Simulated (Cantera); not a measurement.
Source: NASA polynomial tables (part measured, part estimated), evaluated in Cantera. Values are per mole of reaction as written; species without (g) are pure solids or liquids, kept so even where they would boil at 1 bar.

O₂(g) + 2 N(g) ⇌ 2 NO(g)

```tsv
T (K)	ΔH° (kJ)	ΔS° (J/K)	ΔG° (kJ)	log10 K
300	-762.8	-90.3	-735.7	128.10
975	-770.0	-103.2	-669.4	35.86
1075	-770.9	-104.0	-659.0	32.02
1175	-771.6	-104.7	-648.6	28.83
1275	-772.4	-105.3	-638.1	26.14
1375	-773.1	-105.9	-627.5	23.84
1475	(withheld)	(withheld)	(withheld)	(withheld)
1575	-774.5	-106.8	-606.2	20.11
1675	(withheld)	(withheld)	(withheld)	(withheld)
1775	(withheld)	(withheld)	(withheld)	(withheld)
1875	-776.3	-107.9	-574.0	15.99
1975	-776.9	-108.2	-563.2	14.90
```

### Question
Some entries are withheld; supply them.

### Answer

- 1475, ΔH° (kJ): -773.8
- 1475, ΔS° (J/K): -106.4
- 1475, ΔG° (kJ): -616.9
- 1475, log10 K: 21.85
- 1675, ΔH° (kJ): -775.1
- 1675, ΔS° (J/K): -107.2
- 1675, ΔG° (kJ): -595.5
- 1675, log10 K: 18.57
- 1775, ΔH° (kJ): -775.7
- 1775, ΔS° (J/K): -107.6
- 1775, ΔG° (kJ): -584.8
- 1775, log10 K: 17.21
